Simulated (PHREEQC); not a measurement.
1 kg of water holding 0.012 mol Na2CO3, 0.31 mol NaCl, 0.0044 mol NaOH and 0.044 mol Na2SO4 is evaporated at 25 °C; the solids stay in contact with the brine. CO2 from the air is kept out. Solids allowed: Burkeite, Halite, Mirabilite, Nahcolite, Natron, Thenardite, Trona. Others were left out.

Model: Pitzer model, pitzer.dat, run in PHREEQC.

| water left (kg) | ionic strength | water activity | Halite (mol) |
|---|---|---|---|
| 1 | 0.482 | 0.987 | 0 |
| 0.8219 | 0.587 | 0.985 | 0 |
| 0.6755 | 0.714 | 0.981 | 0 |
| 0.4563 | 1.06 | 0.973 | 0 |
| 0.375 | 1.29 | 0.967 | 0 |
| 0.3082 | 1.56 | 0.959 | 0 |
| 0.2533 | 1.90 | 0.950 | 0 |
| 0.1711 | 2.82 | 0.925 | 0 |
| 0.1407 | 3.43 | 0.907 | 0 |
| 0.1156 | 4.17 | 0.884 | 0 |
| 0.09502 | 5.08 | 0.854 | 0 |
| 0.06418 | 7.52 | 0.765 | 0 |
| 0.05276 | 8.07 | 0.739 | 0.0302 |
| 0.04335 | 8.17 | 0.738 | 0.0822 |
| 0.03564 | 8.29 | 0.737 | 0.125 |
| 0.0293 | 8.44 | 0.735 | 0.160 |
| 0.01979 | 8.70 | 0.732 | 0.211 |
| 0.01628 | 8.70 | 0.731 | 0.229 |
| 0.01338 | 8.70 | 0.731 | 0.244 |
| 0.011 | 8.70 | 0.730 | 0.256 |
| 0.00743 | 8.69 | 0.727 | 0.274 |
| 0.006097 | 8.69 | 0.725 | 0.280 |
| 0.005016 | 8.69 | 0.722 | 0.286 |

Halite from water left = 0.05276 kg (pH 12.63); Thenardite from water left = 0.05276 kg (pH 12.63); Burkeite from water left = 0.01979 kg (pH 13.12).
